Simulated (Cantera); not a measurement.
# Equilibrium for chlorosilane synthesis and conversion: Si + Cl₂ + H₂

A closed system holds: 1 mol Si, 0.8 mol Cl₂, 5.2 mol H₂, equilibrated at 1900000 Pa.

Cantera equilibrium calculation (NASA polynomials, part measured and part estimated; ideal gas, pure solids and liquids). Candidate condensed phases: Si; 19 gas species. The tables' values for SiCl₃ are old estimates; treat these amounts as uncertain. Gases not in the tables: Si₂H₆ and higher silanes. Kinetics and transport are ignored.

From 227 °C to 1327 °C the condensed part is Si(s). The main Si-bearing gas is SiHCl₃ at 227 °C and SiCl₂ at 1327 °C. The share of Si in condensed phases is highest at 1327 °C (57.8 %) and lowest at 427 °C (50.9 %).

```tsv
T (°C)	x H₂	x HCl	x SiHCl₃	x SiCl₄	x SiCl₂	x SiCl₃	x SiH₂Cl₂	n Si(s)
227	0.911	7.22e-7	0.0566	0.0282	<1e-12	5.85e-10	0.00391	0.511
327	0.911	1.32e-5	0.0547	0.0289	8.48e-11	4.18e-8	0.00520	0.510
427	0.911	0.000104	0.0530	0.0297	8.54e-9	8.77e-7	0.00622	0.509
527	0.911	0.000487	0.0514	0.0304	2.67e-7	8.55e-6	0.00701	0.510
627	0.910	0.00160	0.0498	0.0309	3.83e-6	4.98e-5	0.00762	0.511
727	0.908	0.00412	0.0482	0.0310	3.18e-5	0.000202	0.00807	0.515
827	0.905	0.00885	0.0462	0.0307	0.000176	0.000623	0.00836	0.522
927	0.899	0.0165	0.0436	0.0295	0.000718	0.00155	0.00844	0.533
1027	0.891	0.0276	0.0399	0.0272	0.00228	0.00323	0.00827	0.547
1127	0.880	0.0419	0.0348	0.0234	0.00589	0.00570	0.00779	0.561
1227	0.866	0.0582	0.0284	0.0184	0.0126	0.00854	0.00696	0.573
1327	0.852	0.0746	0.0211	0.0128	0.0225	0.0108	0.00582	0.578
```
x: gas mole fraction; n: condensed amount in mol.
